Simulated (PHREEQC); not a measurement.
Dissolve 0.0071 mol/kgw NaOH, 0.0013 mol/kgw H3BO3 and 0.003 mol/kgw Na2CO3 at 79 °C. Closed to the air; pH follows from the charge balance.

All values are PHREEQC results (ion-association model, wateq4f.dat), not measurements.

This is a speciation only: nothing precipitates in the calculation.

Q: Order these C species by the share of C that they hold, largest first: NaCO3-, CO3-2, HCO3-.

A: NaCO3- (49 %), CO3-2 (37 %), HCO3- (14 %)

The pH is 10.37 and the ionic strength 0.0127 mol/kgw. Constants without temperature data keep their 25 °C values here.
